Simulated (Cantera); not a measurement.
Input (Python, Cantera) and output of one run.

```python
import numpy as np
import cantera as ct

gas_names = [...]  # 136 gases of nasa_gas.yaml made of C, H, N, O
cond_names = """
    C(gr) C6H6(L) C7H8(L) C8H18(L),n-octa H2O(s) H2O(L)
""".split()


# ... load() reads the species with a 1 bar reference pressure and builds the phases ...
atoms = {
    'C2H5OH': {'C': 2, 'H': 6, 'O': 1},
    'O2': {'O': 2},
    'N2': {'N': 2},
}
top_T = {'C(gr)': 4500}  # K; cautious upper limits of use, not melting points


# ... equilibrate(T, P, feed) seeds the gas with the atoms and calls Mixture.equilibrate('TP', solver="vcs", rtol=1e-11, max_steps=5000) ...
results = []
feed = {'C2H5OH': 1, 'O2': 0.18, 'N2': 0.24}  # mol
T = 600  # K
for P in [10, 46, 220, 1000, 4600, 22000, 100000, 460000, 2200000, 10000000]:
    mix = equilibrate(T, P, feed)
    results.append((T, P, feed, dict(zip(mix.species_names, mix.species_moles))))
    x = sorted(zip(gas.X, gas.species_names), reverse=True)
    print(f"T = {T:g} K  P = {P:g} Pa  gas = {mix.phase_moles(0):.4g} mol")
    print("   x: " + "  ".join(f"{s} {v:.3e}" for v, s in x if v > 0.0001))
    print("   condensed (mol): " + ("  ".join(f"{mix.phase(i).name} {mix.phase_moles(i):.4g}"
          for i in range(1, mix.n_phases) if mix.phase_moles(i) > 1e-12) or "none"))
```

Result:

```
T = 600 K  P = 10 Pa  gas = 3.864 mol
   x: H2 7.017e-01  CO2 1.204e-01  H2O 6.539e-02  N2 6.211e-02  CO 4.571e-02  CH4 4.645e-03
   condensed (mol): C(gr) 1.34
T = 600 K  P = 46 Pa  gas = 3.658 mol
   x: H2 6.562e-01  H2O 1.266e-01  CO2 1.123e-01  N2 6.561e-02  CO 2.058e-02  CH4 1.868e-02
   condensed (mol): C(gr) 1.446
T = 600 K  P = 220 Pa  gas = 3.365 mol
   x: H2 5.531e-01  H2O 2.114e-01  CO2 9.211e-02  N2 7.132e-02  CH4 6.350e-02  CO 8.524e-03
   condensed (mol): C(gr) 1.448
T = 600 K  P = 1000 Pa  gas = 3.028 mol
   x: H2 3.979e-01  H2O 2.941e-01  CH4 1.494e-01  N2 7.925e-02  CO2 7.574e-02  CO 3.625e-03
   condensed (mol): C(gr) 1.307
T = 600 K  P = 4600 Pa  gas = 2.75 mol
   x: H2O 3.576e-01  CH4 2.472e-01  H2 2.387e-01  N2 8.723e-02  CO2 6.766e-02  CO 1.598e-03
   condensed (mol): C(gr) 1.13
T = 600 K  P = 22000 Pa  gas = 2.581 mol
   x: H2O 3.972e-01  CH4 3.203e-01  H2 1.242e-01  N2 9.292e-02  CO2 6.447e-02  CO 7.131e-04  NH3 1.222e-04
   condensed (mol): C(gr) 1.005
T = 600 K  P = 100000 Pa  gas = 2.498 mol
   x: H2O 4.177e-01  CH4 3.607e-01  N2 9.600e-02  CO2 6.328e-02  H2 6.183e-02  CO 3.314e-04  NH3 1.982e-04
   condensed (mol): C(gr) 0.9403
T = 600 K  P = 460000 Pa  gas = 2.456 mol
   x: H2O 4.279e-01  CH4 3.816e-01  N2 9.755e-02  CO2 6.279e-02  H2 2.965e-02  NH3 3.053e-04  CO 1.539e-04
   condensed (mol): C(gr) 0.908
T = 600 K  P = 2.2e+06 Pa  gas = 2.437 mol
   x: H2O 4.329e-01  CH4 3.919e-01  N2 9.827e-02  CO2 6.258e-02  H2 1.374e-02  NH3 4.623e-04
   condensed (mol): C(gr) 0.8924
T = 600 K  P = 1e+07 Pa  gas = 2.427 mol
   x: H2O 4.352e-01  CH4 3.965e-01  N2 9.853e-02  CO2 6.250e-02  H2 6.483e-03  NH3 6.818e-04
   condensed (mol): C(gr) 0.8855
```

Equilibrium computed with Cantera from the NASA thermochemical tables; the gas is ideal and each condensed phase is pure. The ideal-gas law is rough above about 30 bar.
